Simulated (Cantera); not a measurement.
Feed: 1 mol Al(CH3)3, 4.4 mol N2O, 45 mol H2, 5.9 mol O2, at 1027 °C and 2000 Pa.

Cantera equilibrium calculation (NASA polynomials, part measured and part estimated; ideal gas, pure solids and liquids). Candidate condensed phases: Al, AlN, Al2O3, C, C6H6, C7H8, C8H18, H2O; 148 gas species. The feed counts by its element totals alone. Kinetics and transport are ignored.

### Question
What is the equilibrium state?

### Answer
```json
{
 "x(H2)": "0.672",
 "x(H2O)": "0.198",
 "x(N2)": "0.0773",
 "x(CO)": "0.0452",
 "x(CO2)": "0.00755",
 "x(H)": "6.41e-6",
 "n(Al2O3(s))": "0.500 mol",
 "gas_amount": "56.90 mol",
 "log10 activity of C(graphite) (absent)": "-4.55",
 "log10 activity of Al(l) (absent)": "-13.97"
}
```
